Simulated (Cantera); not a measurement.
Input: 1 mol AlN, 28 mol H2, 2.7 mol N2, at 700 K and 45000 Pa.

Equilibrium computed with Cantera from the NASA thermochemical tables; the gas is ideal and each condensed phase is pure. Candidate condensed phases: Al, AlN; 13 gas species. Rates play no part.

Base state: H2 0.911, N2 0.0875, NH3 0.00109 (mole fractions); condensed: AlN(s).

Problem. What changes in the equilibrium state with this change: AlN replaced by Si3N4?

Solution. 
```json
[
 {"species": "H2", "before": "0.911", "after": "0.911"},
 {"species": "N2", "before": "0.0875", "after": "0.0875"},
 {"species": "NH3", "before": "0.00109", "after": "0.00109"},
 {"species": "AlN(s), mol", "before": "1.00", "after": "0"},
 {"species": "Si3N4(s), mol", "before": "0", "after": "1.00"}
]
```
Further candidate phases: Si, Si3N4.

Problem. What changes in the equilibrium state with this change: temperature from 700 K to 1700 K?

Solution. 
| species | before | after |
|---|---|---|
| H2 | 0.911 | 0.912 |
| N2 | 0.0875 | 0.0879 |
| H | <1e-9 | 0.000210 |
| NH3 | 0.00109 | 4.23e-6 |
| AlN(s), mol | 1.00 | 1.000 |

Problem. What changes in the equilibrium state with this change: temperature from 700 K to 1550 K?

Solution. 
| species | before | after |
|---|---|---|
| H2 | 0.911 | 0.912 |
| N2 | 0.0875 | 0.0879 |
| H | <1e-9 | 4.48e-5 |
| NH3 | 0.00109 | 6.22e-6 |
| AlN(s), mol | 1.00 | 1.00 |
